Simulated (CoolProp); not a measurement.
n-decane along the isobar 17.5 bar: density (kg/m³) from the reference equation and from simpler models built on Tc = 344.5 °C, pc = 21.01 bar, ω = 0.488; each cubic takes its own stable root.

Computed with CoolProp (reference Helmholtz-energy equation of state, Lemmon 2006). It is a short technical equation, of lower accuracy than the large ones.

| T (°C) | phase | reference |
|---|---|---|
| -20.65 | liquid | 763.2 |
| -14.45 | liquid | 758.3 |
| -8.15 | liquid | 753.4 |
| -1.95 | liquid | 748.6 |
| 4.25 | liquid | 743.8 |
| 10.45 | liquid | 739.1 |
| 16.75 | liquid | 734.2 |
| 22.95 | liquid | 729.4 |
| 29.15 | liquid | 724.7 |
| 35.35 | liquid | 719.9 |

Task: How far does each simpler model (Redlich-Kwong, Soave-Redlich-Kwong, Peng-Robinson) lie from the reference over these 10 states: mean and median of the absolute difference, and the worst?

Result: 
- Redlich-Kwong: mean 21.2 %, median 21.2 %, worst -21.6 % at -20.65 °C and 17.5 bar
- Soave-Redlich-Kwong: mean 18.3 %, median 18.3 %, worst -19.2 % at -20.65 °C and 17.5 bar
- Peng-Robinson: mean 8.4 %, median 8.4 %, worst -9.6 % at -20.65 °C and 17.5 bar
